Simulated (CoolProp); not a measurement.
Computed with CoolProp (reference Helmholtz-energy equation of state, Akasaka 2022).

Problem. Give the vapour pressure (kPa), liquid density (kg/m³), vapour density (kg/m³), liquid cp (kJ/(kg K)) of saturated R1233zd(E) at 45.65 °C.

Solution. 
```
T (°C)  p (kPa)  liquid density (kg/m³)  vapour density (kg/m³)  liquid cp (kJ/(kg K))
------  -------  ----------------------  ----------------------  ---------------------
45.65       258                    1210                    13.8                   1.23
```
